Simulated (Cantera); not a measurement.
A Cantera script and its output.

```python
import numpy as np
import cantera as ct

gas = ct.Solution("gri30.yaml", transport_model="multicomponent")
show = ['H2O', 'NH3', 'N2']

rows = []
print(f"{'T/K':>7s}{'rho':>11s}{'cp':>10s}{'mu':>11s}{'lambda':>11s}{'Pr':>7s}" + "".join(f"{'D_' + s:>11s}" for s in show))
for T in [400, 550, 700, 850, 1000, 1150, 1300]:
    gas.TPX = T, 6000, {'N2': 0.18, 'CH3OH': 0.28, 'C2H4': 0.89}
    Pr = gas.cp_mass * gas.viscosity / gas.thermal_conductivity
    D = [gas.mix_diff_coeffs_mole[gas.species_index(s)] for s in show]
    rows.append([gas.density, gas.cp_mass, gas.viscosity, gas.thermal_conductivity, Pr, *D])
    print(f"{T:7g}{gas.density:11.4e}{gas.cp_mass:10.1f}{gas.viscosity:11.4e}"
          f"{gas.thermal_conductivity:11.4e}{Pr:7.3f}" + "".join(f"{d:11.4e}" for d in D))
print("SI units: kg/m3, J/kg/K, Pa s, W/m/K, m2/s")
```

Output:

```
    T/K        rho        cp         mu     lambda     Pr      D_H2O      D_NH3       D_N2
    400 5.2094e-02    1706.5 1.4175e-05 3.2284e-02  0.749 4.9889e-04 4.8201e-04 4.5729e-04
    550 3.7887e-02    2118.6 1.8864e-05 5.3118e-02  0.752 9.3190e-04 8.9509e-04 8.0865e-04
    700 2.9768e-02    2458.0 2.3090e-05 7.5259e-02  0.754 1.4752e-03 1.4102e-03 1.2323e-03
    850 2.4515e-02    2710.9 2.6945e-05 9.6789e-02  0.755 2.1162e-03 2.0156e-03 1.7212e-03
   1000 2.0838e-02    2943.6 3.0505e-05 1.1893e-01  0.755 2.8456e-03 2.7029e-03 2.2703e-03
   1150 1.8120e-02    3122.2 3.3825e-05 1.3990e-01  0.755 3.6566e-03 3.4657e-03 2.8760e-03
   1300 1.6029e-02    3271.1 3.6948e-05 1.6017e-01  0.755 4.5438e-03 4.2992e-03 3.5354e-03
SI units: kg/m3, J/kg/K, Pa s, W/m/K, m2/s
```

Cantera simulation using GRI-Mech 3.0 (53 species, 325 reactions); the numbers are that mechanism's predictions, not measurements. Polar gases are described roughly by these parameters. The composition is frozen, though it would react at the higher temperatures.
